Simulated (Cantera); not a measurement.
Charge: 1 mol (CH₃)₂SiCl₂, 3.8 mol H₂, 0.0012 mol Cl₂, equilibrated at 5700 Pa.

Equilibrium computed with Cantera from the NASA thermochemical tables; the gas is ideal and each condensed phase is pure. Candidate condensed phases: C, C₆H₆, C₇H₈, C₈H₁₈, Si, SiC; 109 gas species. The feed counts by its element totals alone. The tables' values for SiCl, SiCl₃ are old estimates; treat these amounts as uncertain. Gases not in the tables: Si₂H₆ and higher silanes. The numbers say what is thermodynamically allowed, not how fast it happens.

x: gas mole fraction; n: condensed amount in mol.

```
T (°C)   x H₂  x HCl       x H  x SiCl₂      x Cl  x C₂H₂ (acetylene)      x Si  n C(graphite)  n SiC(s)
------  -----  -----  --------  -------  --------  ------------------  --------  -------------  --------
1300    0.747  0.250  0.000147  0.00271   3.92e-5             1.54e-5   9.23e-9           1.02     0.976
1375    0.747  0.248  0.000322  0.00362   8.40e-5             3.34e-5   5.57e-8           1.03     0.969
1450    0.748  0.246  0.000661  0.00468  0.000168             6.77e-5   2.88e-7           1.04     0.961
1525    0.748  0.244       [?]      [?]       [?]                 [?]       [?]           1.05     0.952
1600    0.749  0.241   0.00234  0.00720  0.000570            0.000234   5.14e-6           1.05     0.942
1675    0.748  0.237       [?]      [?]       [?]                 [?]       [?]           1.06     0.931
1750    0.747  0.233   0.00688   0.0101   0.00159            0.000667   5.95e-5           1.07     0.918
1825    0.745  0.228    0.0111   0.0116   0.00251             0.00106  0.000177           1.08     0.904
1900    0.740  0.223    0.0174   0.0131   0.00382             0.00163  0.000490           1.09     0.887
1975    0.732  0.216    0.0263   0.0146   0.00563             0.00243   0.00126           1.09     0.864
2050    0.720  0.208    0.0387   0.0158   0.00804             0.00349   0.00306           1.11     0.826
```

Task: Complete the blanks.

Result: 
- 1525, x H: 0.00128
- 1525, x SiCl₂: 0.00588
- 1525, x Cl: 0.000318
- 1525, x C₂H₂ (acetylene): 0.000129
- 1525, x Si: 1.29e-6
- 1675, x H: 0.00409
- 1675, x SiCl₂: 0.00863
- 1675, x Cl: 0.000973
- 1675, x C₂H₂ (acetylene): 0.000403
- 1675, x Si: 1.83e-5
